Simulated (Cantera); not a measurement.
A freely propagating, adiabatic, planar premixed flame of CH₄ : O₂ : N₂ = 1 : 1.82 : 5.27 (molar parts), equivalence ratio 1.1, unburnt at 523 K and 5.00 bar; mixture-averaged transport, grid criteria slope 0.08 and curve 0.16, no radiation.

Model: GRI-Mech 3.0 (53 species, 325 reactions), integrated in Cantera. Burning velocities carry a grid error of a few per cent, more on coarse grids.

What does this change do: CH4 1 to 0.76 parts?


```
quantity                     before      after
------------------------  ---------  ---------
laminar burning velocity  91.1 cm/s  76.1 cm/s
thermal thickness         0.0756 mm  0.0840 mm
peak x(HO₂)                0.000303   0.000346
peak x(C₂H₄)                0.00109   0.000564
peak x(H)                   0.00672    0.00281
peak x(CH₂CO)              0.000299   0.000176
```

What does this change do: O2 1.82 to 1.4 parts?


| quantity | before | after |
|---|---|---|
| laminar burning velocity | 91.1 cm/s | 23.2 cm/s |
| thermal thickness | 0.0756 mm | 0.237 mm |
| peak x(HO₂) | 0.000303 | 9.87e-5 |
| peak x(C₂H₄) | 0.00109 | 0.00214 |
| peak x(H) | 0.00672 | 0.000866 |
| peak x(CH₂CO) | 0.000299 | 0.000516 |
